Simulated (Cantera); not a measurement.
Mixture: H₂ : O₂ : N₂ = 1 : 1.16 : 5.23 (molar parts), at 2100000 Pa, adiabatic and at constant pressure. Ignition delay is the time to a rise of 400 K.

Model: GRI-Mech 3.0 (53 species, 325 reactions), integrated in Cantera. The hydrogen kinetics of GRI-Mech 3.0 are dated; newer H2 mechanisms differ, most at raised pressure. The pressure lies above the range GRI-Mech 3.0 was tuned for (to about 10 atm). Below about 950 K walls govern HO2 and H2O2 in real vessels.

### Question
What does this change do: O2 1.16 to 1.5 parts?

### Answer
```tsv
quantity	before	after
delay at 900 K	0.125 s	0.128 s
delay at 1050 K	3.52 ms	3.55 ms
delay at 1200 K	0.181 ms	0.180 ms
delay at 1350 K	5.43 µs	5.04 µs
```
